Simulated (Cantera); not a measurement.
Feed: 1 mol PbO, 0.85 mol CH4, 5.2 mol N2, held at 33000 Pa.

Equilibrium computed with Cantera from the NASA thermochemical tables; the gas is ideal and each condensed phase is pure. Candidate condensed phases: C, C6H6, C7H8, C8H18, H2O, Pb, PbO, PbO2, Pb3O4; 139 gas species. Equilibrium is a limit: real reactors are often held back by kinetics, nucleation or transport.

x: gas mole fraction; n: condensed amount in mol.

```csv
T (°C),x N2,x H2,x Pb,x CO,x H2O,x CO2,x H,x CH4,n C(graphite),n Pb(l)
527,0.715,0.168,1.86e-7,0.0316,0.0409,0.0325,2.07e-12,0.0125,0.293,1.000
727,0.671,0.207,(withheld),0.101,(withheld),(withheld),(withheld),(withheld),0,1.000
927,0.670,0.205,(withheld),0.104,0.0141,(withheld),(withheld),(withheld),0,0.985
1127,0.653,0.198,0.0264,0.103,0.0152,0.00364,3.77e-6,9.28e-8,0,0.790
1327,0.594,0.180,0.114,0.0946,0.0146,0.00255,4.01e-5,5.85e-9,0,0
1527,0.594,0.179,0.114,0.0950,0.0150,0.00209,0.000264,8.68e-10,0,0
1727,0.594,0.178,0.114,0.0953,0.0153,0.00178,0.00120,1.91e-10,0,0
1927,0.593,0.176,0.114,0.0954,0.0154,0.00158,0.00412,5.55e-11,0,0
2127,0.591,0.172,0.113,0.0951,0.0152,0.00143,0.0115,1.94e-11,0,0
2327,0.586,0.163,0.112,0.0945,0.0146,0.00131,0.0270,7.52e-12,0,0
```

### Question
Some entries are withheld; supply them.

### Answer

- 727, x Pb: 4.91e-5
- 727, x H2O: 0.0116
- 727, x CO2: 0.00812
- 727, x H: 1.80e-9
- 727, x CH4: 0.000320
- 927, x Pb: 0.00195
- 927, x CO2: 0.00522
- 927, x H: 1.55e-7
- 927, x CH4: 2.84e-6
